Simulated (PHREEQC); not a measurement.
# Hard or scaling water

Consider water at 64 °C with 0.011 mol CaSO4, 0.17 mol Na2HPO4 and 0.0044 mol NaCl per kg of water. Closed to the air; pH follows from the charge balance.

The numbers come from PHREEQC with the ion-association model, wateq4f.dat.

```
Quantity                  Result
-----------------  -------------
pH                          8.06
ionic strength     0.472 mol/kgw
activity of water          0.991
total alkalinity      170 meq/kg
```

```csv
species,molality,activity,log γ
Na+,0.324,0.223,-0.162
HPO4-2,0.138,0.0272,-0.704
NaHPO4-,0.0175,0.0119,-0.169
SO4-2,0.00786,0.00149,-0.722
CaHPO4,0.00539,0.00601,0.047
H2PO4-,0.00467,0.00317,-0.169
CaPO4-,0.00459,0.00311,-0.169
Cl-,0.00440,0.00276,-0.202
NaSO4-,0.00306,0.00207,-0.169
```

Precipitation was switched off in this run. The solution is supersaturated, for example in Hydroxyapatite, so a real one may precipitate; this is no full list. Species that the database lacks are ignored. H3PO4, which wateq4f.dat lacks, is added to it with the constant of phreeqc.dat. Constants without temperature data keep their 25 °C values here.
